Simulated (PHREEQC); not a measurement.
Dissolve 0.019 mol HF, 0.013 mol NH4HF2 and 6.4e-07 mol H4SiO4 per kg of water at 90 °C. Closed to the air; pH follows from the charge balance.

All values are PHREEQC results (ion-association model, phreeqc.dat), not measurements.

| quantity | before | after |
|---|---|---|
| pH | 3.29 | 3.34 |
| F- (mol/kgw) | 0.0121 | 0.00659 |
| HF2- (mol/kgw) | 0.00150 | 0.000411 |
| SI of Quartz (SiO2) | -6.27 | -4.84 |

### Question
What was changed between the two runs?
A) NH4HF2 replaced by NaHF2 at the same molality
B) temperature from 90 to 50 °C
C) diluted 2-fold with water
D) NH4HF2 from 0.013 to 0.065 mol/kgw
E) H4SiO4 from 6.4e-07 to 9.6e-07 mol/kgw

### Answer
C, diluted 2-fold with water

This is a speciation only: nothing precipitates in the calculation. Away from 25 °C the constants follow the database's enthalpies or fits; those with neither stay at their 25 °C values. SiF6-2 is the database's only silicon fluoride.
